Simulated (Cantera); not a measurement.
Charge: 1 mol SiCl4, 0.026 mol C2H2, 190 mol H2, at 1950 K.

These are equilibrium values from Cantera (NASA tables, ideal gas, pure condensed phases), not measurements of a reactor. Candidate condensed phases: C, C6H6, C7H8, C8H18, Si, SiC; 109 gas species. Mutual solubility and eutectic melting of coexisting phases are not modelled. The tables' values for SiCl are old estimates; treat these amounts as uncertain. Gases not in the tables: Si2H6 and higher silanes. The numbers say what is thermodynamically allowed, not how fast it happens.

log p: log10 of the partial pressure in bar; n: condensed amount in mol.

```
P (Pa)  log p H2  log p H  log p HCl  log p Si  log p SiCl2  log p Cl  log p SiH  n SiC(s)  n Si(l)
------  --------  -------  ---------  --------  -----------  --------  ---------  --------  -------
100        -3.03    -4.45      -4.71     -5.36        -6.73     -6.27          ?    0.0173        0
400        -2.42    -4.15      -4.12     -4.82        -5.62     -5.98          ?    0.0346        0
1600       -1.81    -3.85      -3.53     -4.62        -4.84     -5.69          ?    0.0451    0.403
6300       -1.21    -3.55      -2.93     -4.62        -4.24     -5.39          ?    0.0497    0.653
25000      -0.61    -3.25      -2.33     -4.62        -3.64     -5.09          ?    0.0501    0.723
100000     -0.01    -2.95      -1.72     -4.62        -3.03     -4.78          ?    0.0473    0.746
```

**Question.** Some entries are withheld; supply them.

**Answer.** 
- 100, log p SiH: -6.99
- 400, log p SiH: -6.15
- 1600, log p SiH: -5.64
- 6300, log p SiH: -5.35
- 25000, log p SiH: -5.05
- 100000, log p SiH: -4.74
